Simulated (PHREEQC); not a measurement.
## Alkaline etch or developer: an equilibrium model

Consider water at 25 °C with 0.0165 mol NH3 per kg of water. Closed to the air; pH follows from the charge balance.

All values are PHREEQC results (ion-association model, phreeqc.dat), not measurements.

| Item | Value |
|---|---|
| pH | 10.72 |
| ionic strength | 0.000547 mol/kgw |
| specific conductance | 146 µS/cm |
| total alkalinity | 16.5 meq/kg |

```tsv
species	molality	activity	log γ
NH3	0.0159	0.0160	0.000
OH-	0.000547	0.000532	-0.012
NH4+	0.000547	0.000532	-0.012
```

This is a speciation only: nothing precipitates in the calculation.
